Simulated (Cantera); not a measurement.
## Equilibrium for hydrogen reduction and annealing atmospheres: V2O3 + H2

Charge: 1 mol V2O3, 3.2 mol H2, equilibrated at 0.0810 bar.

Cantera equilibrium calculation (NASA polynomials, part measured and part estimated; ideal gas, pure solids and liquids). Candidate condensed phases: H2O, V, VO, V2O3, V2O4, V2O5; 12 gas species. Mutual solubility and eutectic melting of coexisting phases are not modelled. VO: taken at fixed stoichiometry. Condensed phases not in the tables: the oxides between V2O3 and V2O5 other than VO2. Rates play no part.

```csv
T (K),x H2,x H2O,x H,x VO2,x VO,x OH,x V,n VO(s),n V2O3(s)
1498,0.996,0.00360,6.03e-5,4.51e-9,6.20e-10,6.17e-9,3.62e-12,0.0230,0.988
1548,0.995,0.00470,0.000108,1.77e-8,2.46e-9,1.70e-8,1.60e-11,0.0301,0.985
1598,0.994,0.00605,0.000186,6.34e-8,8.90e-9,4.42e-8,6.40e-11,0.0387,0.981
1648,0.992,0.00765,0.000312,2.10e-7,2.97e-8,1.08e-7,2.35e-10,0.0490,0.976
1698,0.990,0.00955,0.000506,6.45e-7,9.20e-8,2.51e-7,7.96e-10,0.0611,0.969
1748,0.987,0.0118,0.000798,1.85e-6,2.66e-7,5.54e-7,2.51e-9,0.0753,0.962
1798,0.984,0.0143,0.00123,5.00e-6,7.23e-7,1.17e-6,7.40e-9,0.0915,0.954
1848,0.981,0.0172,0.00185,1.28e-5,1.86e-6,2.38e-6,2.05e-8,0.110,0.945
1898,0.977,0.0204,0.00271,3.09e-5,4.52e-6,4.65e-6,5.38e-8,0.131,0.934
1948,0.972,0.0241,0.00391,7.14e-5,1.05e-5,8.77e-6,1.34e-7,0.155,0.923
```
x: gas mole fraction; n: condensed amount in mol.

From 1498 K to 1948 K the condensed part is VO(s) + V2O3(s).
